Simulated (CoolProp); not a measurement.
Vapour-liquid equilibrium of n-hexane (1) + ethylbenzene (2) at 0.0388 MPa; x and y are mole fractions of (1).

The numbers come from the multi-fluid Helmholtz-energy mixture model, Thol 2019 and Zhou 2012; pair parameters Bell 2016 in CoolProp.

Question: Give the bubble temperature and the first vapour's composition at x = 0.05, 0.2, 0.35. Is there an azeotrope?

Answer: x = 0.05: 365.9 K, y = 0.340; x = 0.2: 345.9 K, y = 0.730; x = 0.35: 335.2 K, y = 0.854. No azeotrope shows between x = 0.05 and 0.95.

Pair parameters are fitted to limited data, so mixtures are less certain than the pure fluids.
